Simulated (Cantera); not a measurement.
Standard-state values (1 bar) from the NASA 1993 polynomials, evaluated with Cantera. Values are per mole of reaction as written; species without (g) are pure solids or liquids, kept so even where they would boil at 1 bar.

2 Si + O2(g) → 2 SiO(g), with ΔH° = -200.9 kJ and ΔS° = 180.3 J/K at 300 K.

Question: How far is the shortcut ΔG° ≈ ΔH°(300 K) − T·ΔS°(300 K) from the full temperature-dependent value at 573, 623, 673, 723, 773, 823, 873 K?

Answer: 
| T (K) | shortcut (kJ) | full (kJ) | difference (kJ) | difference in log10 K |
|---|---|---|---|---|
| 573 | -304.2 | -303.0 | -1.1 | 0.10 |
| 623 | -313.2 | -311.6 | -1.6 | 0.13 |
| 673 | -322.2 | -320.2 | -2.0 | 0.16 |
| 723 | -331.2 | -328.6 | -2.6 | 0.19 |
| 773 | -340.2 | -337.1 | -3.2 | 0.22 |
| 823 | -349.3 | -345.4 | -3.8 | 0.24 |
| 873 | -358.3 | -353.8 | -4.5 | 0.27 |
The shortcut ignores the heat-capacity change of the reaction.
